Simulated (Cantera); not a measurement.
A perfectly stirred reactor is fed with 0.507 % H₂, 99.5 % O₂, equivalence ratio 0.0026, at 0.0133 bar; it is held at 1450 K, and followed from long to short residence time.

Model: GRI-Mech 3.0 (53 species, 325 reactions), integrated in Cantera. Radical loss at walls, strong at low pressure, is not modelled.

Problem. Predict: x(H₂) at τ = 6.50 s; x(O₂) at τ = 6.50 s; x(OH) at τ = 6.50 s; x(H₂O₂) at τ = 6.50 s; x(H) at τ = 6.50 s; x(H₂) at τ = 0.150 s; x(O₂) at τ = 0.150 s; x(OH) at τ = 0.150 s; x(H₂O₂) at τ = 0.150 s; x(H) at τ = 0.150 s.

Solution. 
| Item | Value |
|---|---|
| x(H₂) at τ = 6.50 s | 4.82e-6 |
| x(O₂) at τ = 6.50 s | 0.994 |
| x(OH) at τ = 6.50 s | 0.000386 |
| x(H₂O₂) at τ = 6.50 s | 1.83e-9 |
| x(H) at τ = 6.50 s | 8.57e-6 |
| x(H₂) at τ = 0.150 s | 4.36e-5 |
| x(O₂) at τ = 0.150 s | 0.991 |
| x(OH) at τ = 0.150 s | 0.000746 |
| x(H₂O₂) at τ = 0.150 s | 3.71e-9 |
| x(H) at τ = 0.150 s | 5.94e-5 |
